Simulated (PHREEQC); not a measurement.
## Copper plating or etch bath (model solution)

Solution (20 °C): 0.0063 mol/kgw Cu(NO3)2, 3.8e-05 mol/kgw HBF4 and 0.0026 mol/kgw KCl. Closed to the air; pH follows from the charge balance.

Equilibrium calculation in PHREEQC: ion-association model, phreeqc.dat.

Each row changes one thing in this solution. Precipitation was switched off in this run.

```
case                                       pH  F- (mol/kgw)  CuCl+ (mol/kgw)  HF (mol/kgw)  CuF+ (mol/kgw)  Cu2(OH)2+2 (mol/kgw)  SI of Sylvite (KCl)
---------------------------------------  ----  ------------  ---------------  ------------  --------------  --------------------  -------------------
as made                                  3.92      0.000126          1.99e-5       1.78e-5         8.04e-6               4.43e-8                -6.17
diluted 2-fold with water                4.19       6.81e-5          5.70e-6       5.42e-6         2.48e-6               4.24e-8                -6.74
KCl from 0.0026 to 0.00052 mol/kgw       3.92      0.000126          4.08e-6       1.79e-5         8.21e-6               4.50e-8                -7.57
diluted 10-fold with water               4.83       1.48e-5          2.81e-7       2.84e-7         1.32e-7               3.96e-8                -8.09
Cu(NO3)2 from 0.0063 to 0.00693 mol/kgw  3.92      0.000126          2.15e-5       1.76e-5         8.66e-6               5.30e-8                -6.18
KCl from 0.0026 to 0.0039 mol/kgw        3.92      0.000126          2.95e-5       1.77e-5         7.94e-6               4.38e-8                -5.83
```

Species that the database lacks are ignored. Real BF4- forms and hydrolyses slowly; the run takes it at equilibrium.
